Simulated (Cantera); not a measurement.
An isothermal, constant-pressure homogeneous reactor starts with 6.67 % NO, 93.3 % N2, at 2075 K and 100.0 Torr.

Model: GRI-Mech 3.0 (53 species, 325 reactions), integrated in Cantera.

x: mole fraction; the columns are a selection and need not sum to one.

```json
[
 {"t (s)": "2.00e-5", "x NO": "0.0667", "x N2O": "2.31e-8", "x O": "?", "x N2": "0.933", "x NO2": "2.03e-11"},
 {"t (s)": "0.000112", "x NO": "0.0667", "x N2O": "1.27e-7", "x O": "?", "x N2": "0.933", "x NO2": "5.86e-10"},
 {"t (s)": "0.000632", "x NO": "0.0667", "x N2O": "6.25e-7", "x O": "?", "x N2": "0.933", "x NO2": "1.23e-8"},
 {"t (s)": "0.00356", "x NO": "0.0667", "x N2O": "1.86e-6", "x O": "?", "x N2": "0.933", "x NO2": "1.43e-7"},
 {"t (s)": "0.0200", "x NO": "0.0666", "x N2O": "2.17e-6", "x O": "?", "x N2": "0.933", "x NO2": "9.95e-7"},
 {"t (s)": "0.112", "x NO": "0.0660", "x N2O": "2.09e-6", "x O": "?", "x N2": "0.934", "x NO2": "2.88e-6"},
 {"t (s)": "0.632", "x NO": "0.0619", "x N2O": "1.82e-6", "x O": "?", "x N2": "0.936", "x NO2": "4.29e-6"},
 {"t (s)": "3.56", "x NO": "0.0345", "x N2O": "5.84e-7", "x O": "?", "x N2": "0.949", "x NO2": "5.34e-6"},
 {"t (s)": "20.0", "x NO": "0.00419", "x N2O": "9.07e-8", "x O": "?", "x N2": "0.964", "x NO2": "8.96e-7"}
]
```

### Question
What belongs in the gaps?

### Answer

- 2.00e-5, x O: 2.34e-8
- 0.000112, x O: 1.34e-7
- 0.000632, x O: 8.34e-7
- 0.00356, x O: 6.26e-6
- 0.0200, x O: 4.14e-5
- 0.112, x O: 0.000126
- 0.632, x O: 0.000194
- 3.56, x O: 0.000415
- 20.0, x O: 0.000565
